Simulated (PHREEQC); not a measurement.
A column of 0.2 m (40 cells, dispersivity 0.007 m, 60 s a shift, diffusion coefficient 3e-10 m²/s) holds 0.0022 eq of the database's cation exchanger X per kg of pore water, first in equilibrium with 2.9 mmol/kgw CaCl2 and 0.01 mmol/kgw HCl. It is flushed with 0.68 mmol/kgw KCl, 0.52 mmol/kgw LiCl and 0.01 mmol/kgw HCl, at 25 °C. Values are for the last cell. The system is closed to CO2. Precipitation was switched off in this run.

The numbers come from PHREEQC with the ion-association model, phreeqc.dat.

Q: Predict K in solution (mol/kgw), Li in solution (mol/kgw) at pore volumes = 0.2125, 1.012, 2.212, 5.213.

A: 
| pore volumes | K in solution (mol/kgw) | Li in solution (mol/kgw) |
|---|---|---|
| 0.2125 | 0 | 0 |
| 1.012 | 0.000212 | 0.000268 |
| 2.212 | 0.000501 | 0.000499 |
| 5.213 | 0.000623 | 0.000513 |

Species that the database lacks are ignored.
